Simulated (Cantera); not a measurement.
Gas mixture: O₂ = 0.16 (molar parts), at 383 Torr, frozen composition.

Cantera's kinetic-theory transport with the Lennard-Jones parameters of GRI-Mech 3.0, ideal gas; thermal conductivity in the mixture-averaged form.

D: mixture-averaged diffusion coefficient of that species in the mixture.

```tsv
T (K)	ρ (kg/m³)	cp (J/kg/K)	μ (µPa s)	λ (mW/m/K)	Pr	D (cm²/s) NO	D (cm²/s) NH₃	D (cm²/s) OH
400	0.491	941.4	25.6	33.9	0.713	0.674	0.766	1.06
600	0.327	1003	34.1	48.2	0.709	1.35	1.61	2.11
800	0.245	1055	?	?	0.710	?	?	?
1000	0.196	1090	47.9	73.6	0.710	3.18	3.97	4.96
1200	0.164	1114	?	?	0.708	?	?	?
1400	0.140	1134	59.7	95.7	0.707	5.56	7.05	8.68
1600	0.123	1151	65.1	106	0.707	6.95	8.83	10.8
```

**Question.** What belongs in the gaps?

**Answer.** 
- 800, μ (µPa s): 41.4
- 800, λ (mW/m/K): 61.4
- 800, D (cm²/s) NO: 2.19
- 800, D (cm²/s) NH₃: 2.69
- 800, D (cm²/s) OH: 3.42
- 1200, μ (µPa s): 54.0
- 1200, λ (mW/m/K): 84.9
- 1200, D (cm²/s) NO: 4.31
- 1200, D (cm²/s) NH₃: 5.42
- 1200, D (cm²/s) OH: 6.72
